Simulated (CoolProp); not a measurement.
Vapour-liquid equilibrium of propylene (1) + R142b (2) at 220.3 K; x and y are mole fractions of (1).

Computed with CoolProp (multi-fluid Helmholtz-energy mixture model, Lemmon 2013 and Lemmon 2006; pair parameters Bell 2016).

| x | bubble pressure, mixture model (kPa) | bubble pressure, Raoult's law (kPa) | y, mixture model | y, Raoult's law |
|---|---|---|---|---|
| 0.05 | 15.76 | 14.71 | 0.316 | 0.270 |
| 0.15 | 24.55 | 21.52 | 0.604 | 0.553 |
| 0.25 | 32.88 | 28.32 | 0.736 | 0.701 |
| 0.35 | 40.52 | 35.13 | 0.811 | 0.791 |
| 0.45 | 47.44 | 41.93 | 0.859 | 0.852 |
| 0.55 | 53.71 | 48.74 | 0.894 | 0.896 |
| 0.65 | 59.51 | 55.54 | 0.921 | 0.929 |
| 0.75 | 65.05 | 62.35 | 0.944 | 0.955 |
| 0.85 | 70.58 | 69.16 | 0.966 | 0.975 |
| 0.95 | 76.32 | 75.96 | 0.988 | 0.993 |

The largest gap from Raoult's law is +16.1 % in bubble pressure, at x = 0.25. No azeotrope shows between x = 0.05 and 0.95.

The pair parameters rest on a limited set of measurements; away from them the model extrapolates.
